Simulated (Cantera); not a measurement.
## Si + HCl + H₂ (chlorosilane synthesis and conversion)

Feed: 1 mol Si, 1.1 mol HCl, 0.21 mol H₂, equilibrated at 575 °C and 1 atm.

These are equilibrium values from Cantera (NASA tables, ideal gas, pure condensed phases), not measurements of a reactor. Candidate condensed phases: Si; 19 gas species. The tables' values for SiCl₃ are old estimates; treat these amounts as uncertain. Equilibrium is a limit: real reactors are often held back by kinetics, nucleation or transport.

| Property | Value |
|---|---|
| x(H₂) | 0.702 |
| x(SiCl₄) | 0.203 |
| x(SiHCl₃) | 0.0882 |
| x(SiH₂Cl₂) | 0.00336 |
| x(HCl) | 0.00262 |
| x(SiCl₃) | 0.000181 |
| x(SiH₃Cl) | 3.03e-5 |
| x(SiCl₂) | 1.16e-5 |
| n(Si(s)) | 0.702 mol |
| gas amount | 1.012 mol |
